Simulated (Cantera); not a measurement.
Stirred combustor or abatement burner

A perfectly stirred reactor is fed with CH4 : C2H6 : C3H8 : O2 : N2 = 1 : 0.56 : 0.039 : 2.97 : 29.7 (molar parts), at 1.00 atm; it is adiabatic with a 550 K inlet, and is followed from long to short residence time, starting on the burning branch (τ in s: 0.27, 0.069, 0.018, 0.0046, 0.0012, 0.0003, 7.8e-05, 2e-05, 5.2e-06).

Model: GRI-Mech 3.0 (53 species, 325 reactions), integrated in Cantera.

```
τ (s)    T (K)    x CH4    x C2H6   x C3H8   x CH2O    x CO
-------  -----  -------  --------  -------  -------  ------
0.27      1417  0.00253   6.23e-5  1.16e-6  7.95e-6  0.0284
0.069     1381  0.00307  0.000156  3.92e-6  2.51e-5  0.0328
0.018      550   0.0292    0.0163  0.00114   <1e-12  <1e-12
0.0046     550   0.0292    0.0163  0.00114   <1e-12  <1e-12
0.0012     550   0.0292    0.0163  0.00114   <1e-12  <1e-12
0.00030    550   0.0292    0.0163  0.00114   <1e-12  <1e-12
7.8e-5     550   0.0292    0.0163  0.00114   <1e-12  <1e-12
2.0e-5     550   0.0292    0.0163  0.00114   <1e-12  <1e-12
5.2e-6     550   0.0292    0.0163  0.00114   <1e-12  <1e-12
```
x: mole fraction; the columns are a selection and need not sum to one.
